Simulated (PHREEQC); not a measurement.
Dissolve 0.0097 mol/kgw H2SO4, 0.012 mol/kgw Li2SO4 and 0.012 mol/kgw Fe2(SO4)3 at 20 °C. It is in equilibrium with CO2 at log p = -3.4 (atm). Otherwise closed; pH follows from the charge balance.

All values are PHREEQC results (ion-association model, wateq4f.dat), not measurements.

* **pH**: 2.06
* **ionic strength**: 0.0827 mol/kgw
* **total alkalinity**: -67.4 meq/kg

```csv
species,molality,activity,log γ
Li+,0.0231,0.0186,-0.093
SO4-2,0.0220,0.00879,-0.399
FeSO4+,0.0185,0.0147,-0.099
H+,0.0104,0.00866,-0.079
HSO4-,0.00842,0.00665,-0.102
Fe(SO4)2-,0.00350,0.00278,-0.100
LiSO4-,0.000899,0.000716,-0.099
Fe+3,0.000874,0.000171,-0.708
```

Precipitation was switched off in this run. The solution is supersaturated, for example in Hematite (slow to form), Goethite (slow to form), so a real one may precipitate; this is no full list.
